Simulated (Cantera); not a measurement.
Input: 1 mol Al(CH3)3, 10 mol N2O, a varied amount of H2, at 1923 K and 33.8 Torr.

These are equilibrium values from Cantera (NASA tables, ideal gas, pure condensed phases), not measurements of a reactor. Candidate condensed phases: Al, AlN, Al2O3, C, C6H6, C7H8, C8H18, H2O; 148 gas species. The feed counts by its element totals alone. The numbers say what is thermodynamically allowed, not how fast it happens.

### Question
At 20 mol H2, list the 6 most abundant gas species with their mole fractions, and the condensed phases.

### Answer
H2 0.509, N2 0.266, H2O 0.141, CO 0.0750, CO2 0.00485, H 0.00317. Condensed: Al2O3(s).
